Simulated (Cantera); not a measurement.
Input: 1 mol Si, 5.4 mol HCl, 12 mol H₂, equilibrated at 130000 Pa.

Cantera equilibrium calculation (NASA polynomials, part measured and part estimated; ideal gas, pure solids and liquids). Candidate condensed phases: Si; 19 gas species. The tables' values for SiCl₃ are old estimates; treat these amounts as uncertain. The numbers say what is thermodynamically allowed, not how fast it happens.

Task: At 727 °C, list the 4 most abundant gas species with their mole fractions, and the condensed phases.

Result: H₂ 0.850, HCl 0.0893, SiCl₄ 0.0571, SiHCl₃ 0.00383. Condensed: gas only.
